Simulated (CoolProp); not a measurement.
Vapour-liquid equilibrium of R1234yf (1) + R1234ze(E) (2) at 258.5 K; x and y are mole fractions of (1).

Model: multi-fluid Helmholtz-energy mixture model, Lemmon 2022 and Thol 2016; pair parameters Bell 2022, in CoolProp.

```
x     bubble pressure (MPa)  y at the bubble point  dew pressure at overall composition x (MPa)  liquid density (mol/L)
----  ---------------------  ---------------------  -------------------------------------------  ----------------------
0.05                 0.1256                  0.077                                       0.1243                   11.21
0.2                  0.1363                  0.277                                       0.1320                   11.14
0.35                 0.1461                  0.446                                       0.1404                   11.06
0.5                  0.1555                  0.595                                       0.1494                   10.98
0.65                 0.1647                  0.730                                       0.1592                   10.90
0.8                  0.1739                  0.852                                       0.1699                   10.82
0.95                 0.1831                  0.965                                       0.1818                   10.73
```

No azeotrope shows between x = 0.05 and 0.95.

The pair parameters rest on a limited set of measurements; away from them the model extrapolates.
